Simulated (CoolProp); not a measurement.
The fluid at 298.15 K and 6.19 MPa (liquid) is heated at constant pressure to 432.8 K. The same conditions are run with several fluids, on thermodynamics alone (safety and materials aside).

Model: reference Helmholtz-energy equation of state of each fluid (R125: Lemmon 2005; isobutene: Lemmon 2005; propane: Lemmon 2009; chlorine: Thol 2021), in CoolProp.

Task: Rank R125, isobutene, propane, chlorine by heat (kJ/kg), highest first.

Result: propane (525), isobutene (388), chlorine (275), R125 (219)

```json
[
 {"fluid": "R125", "final phase": "supercritical", "final density (kg/m³)": "272"},
 {"fluid": "isobutene", "final phase": "supercritical", "final density (kg/m³)": "343"},
 {"fluid": "propane", "final phase": "supercritical", "final density (kg/m³)": "116"},
 {"fluid": "chlorine", "final phase": "gas", "final density (kg/m³)": "172"}
]
```
